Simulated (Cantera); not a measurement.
Feed: 1 mol AlN, 1.1 mol HCl, 3.7 mol N2, equilibrated at 1675 K and 100000 Pa.

Method: chemical equilibrium by Gibbs-energy minimisation in Cantera with the NASA 1993 tables (ideal gas, pure condensed phases). Candidate condensed phases: Al, AlCl3, AlN, NH4Cl; 20 gas species. The tables' values for AlCl2 are old estimates; treat these amounts as uncertain. Equilibrium is a limit: real reactors are often held back by kinetics, nucleation or transport.

Base state: N2 0.800, H2 0.0933, AlCl3 0.0582, HCl 0.0416, AlCl2 0.00500, AlCl 0.00186, H 3.55e-5, Cl 1.24e-5 (mole fractions); condensed: AlN(s).

**Question.** What changes in the equilibrium state with this change: HCl from 1.1 to 44 mol?

**Answer.** 
| species | before | after |
|---|---|---|
| HCl | 0.0416 | 0.859 |
| N2 | 0.800 | 0.0880 |
| H2 | 0.0933 | 0.0316 |
| AlCl3 | 0.0582 | 0.0209 |
| AlCl | 0.00186 | 5.33e-7 |
| AlCl2 | 0.00500 | 5.07e-5 |
| Cl | 1.24e-5 | 0.000438 |
| AlN(s), mol | 0.686 | 0 |

**Question.** What changes in the equilibrium state with this change: temperature from 1675 K to 823.15 K?

**Answer.** 
```json
[
 {"species": "N2", "before": "0.800", "after": "0.804"},
 {"species": "H2", "before": "0.0933", "after": "0.0881"},
 {"species": "HCl", "before": "0.0416", "after": "0.0540"},
 {"species": "AlCl3", "before": "0.0582", "after": "0.0490"},
 {"species": "AlCl2", "before": "0.00500", "after": "<1e-9"},
 {"species": "AlCl", "before": "0.00186", "after": "<1e-9"},
 {"species": "H", "before": "3.55e-5", "after": "<1e-9"},
 {"species": "Cl", "before": "1.24e-5", "after": "<1e-9"},
 {"species": "Al2Cl6", "before": "1.60e-6", "after": "0.00487"},
 {"species": "AlN(s), mol", "before": "0.686", "after": "0.719"}
]
```
